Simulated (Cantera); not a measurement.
A closed system holds: 1 mol Al(CH₃)₃, 0.38 mol H₂O, 6.7 mol N₂, at 1650 °C and 13.3 mbar.

Cantera equilibrium calculation (NASA polynomials, part measured and part estimated; ideal gas, pure solids and liquids). Candidate condensed phases: Al, AlN, Al₂O₃, C, C₆H₆, C₇H₈, C₈H₁₈, H₂O; 148 gas species. The feed counts by its element totals alone. Kinetics and transport are ignored.

**Question.** What is the equilibrium state?

**Answer.** 
| Property | Result |
|---|---|
| x(N₂) | 0.536 |
| x(H₂) | 0.417 |
| x(CO) | 0.0329 |
| x(H) | 0.00527 |
| x(HCN) | 0.00508 |
| x(Al) | 0.00400 |
| x(HNC) | 0.000250 |
| x(C₂H₂ (acetylene)) | 0.000188 |
| x(AlH) | 9.92e-5 |
| n(AlN(s)) | 0.953 mol |
| n(C(graphite)) | 2.55 mol |
| gas amount | 11.56 mol |
| log10 activity of Al(l) (absent) | -1.74 |
